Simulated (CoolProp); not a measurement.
Vapour-liquid equilibrium of ethanol (1) + n-octane (2) at 1020 kPa; x and y are mole fractions of (1).

The numbers come from the multi-fluid Helmholtz-energy mixture model, Schroeder 2014 and Beckmüller 2019; pair parameters Bell 2016 in CoolProp.

| x | bubble temperature (K) | y at the bubble point | dew temperature at overall composition x (K) | liquid density (mol/L) |
|---|---|---|---|---|
| 0.05 | 484.7 | 0.299 | 504.5 | 4.621 |
| 0.125 | 462.2 | 0.541 | 498.7 | 5.090 |
| 0.2 | 450.3 | 0.647 | 492.8 | 5.476 |
| 0.275 | 443.6 | … | 486.7 | 5.847 |
| 0.35 | 439.4 | 0.738 | 480.4 | 6.239 |
| 0.425 | 436.5 | 0.764 | 473.6 | 6.675 |
| 0.5 | … | 0.786 | … | 7.176 |
| 0.575 | 432.3 | 0.807 | 458.5 | 7.760 |
| 0.65 | 430.6 | … | 449.9 | 8.449 |
| 0.725 | 429.1 | 0.854 | 440.9 | 9.271 |
| 0.8 | 427.6 | 0.883 | 432.9 | 10.26 |
| 0.875 | 426.3 | 0.919 | 428.0 | 11.45 |
| 0.95 | 425.2 | … | 425.5 | 12.90 |

### Question
Some entries are withheld; supply them.

### Answer

- 0.275, y at the bubble point: 0.702
- 0.5, bubble temperature (K): 434.2
- 0.5, dew temperature at overall composition x (K): 466.4
- 0.65, y at the bubble point: 0.829
- 0.95, y at the bubble point: 0.964

No azeotrope shows between x = 0.05 and 0.95.

The pair parameters rest on a limited set of measurements; away from them the model extrapolates. With so large a gap from Raoult's law the liquid may split in two, which this calculation doesn't test in full.
